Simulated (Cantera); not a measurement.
A perfectly stirred reactor is fed with H2 : O2 : N2 = 0.034 : 1 : 0.14 (molar parts), equivalence ratio 0.017, at 20.0 Torr; it is held at 1000 K, and followed from long to short residence time.

Computed with Cantera and the H2/O2 subset of GRI-Mech 3.0, which has no nitrogen chemistry. Radical loss at walls, strong at low pressure, is not modelled.

Question: Predict: x(H2) at τ = 18.0 s; x(O2) at τ = 18.0 s; x(H2O) at τ = 18.0 s; x(OH) at τ = 18.0 s; x(HO2) at τ = 18.0 s; x(H2) at τ = 40.0 ms; x(O2) at τ = 40.0 ms; x(H2O) at τ = 40.0 ms; x(OH) at τ = 40.0 ms; x(HO2) at τ = 40.0 ms.

Answer: 
```json
{
  "x(H2) at τ = 18.0 s": "5.20e-5",
  "x(O2) at τ = 18.0 s": "0.850",
  "x(H2O) at τ = 18.0 s": "0.0293",
  "x(OH) at τ = 18.0 s": "6.49e-5",
  "x(HO2) at τ = 18.0 s": "8.33e-7",
  "x(H2) at τ = 40.0 ms": "0.00163",
  "x(O2) at τ = 40.0 ms": "0.847",
  "x(H2O) at τ = 40.0 ms": "0.0270",
  "x(OH) at τ = 40.0 ms": "0.000696",
  "x(HO2) at τ = 40.0 ms": "7.38e-6"
}
```
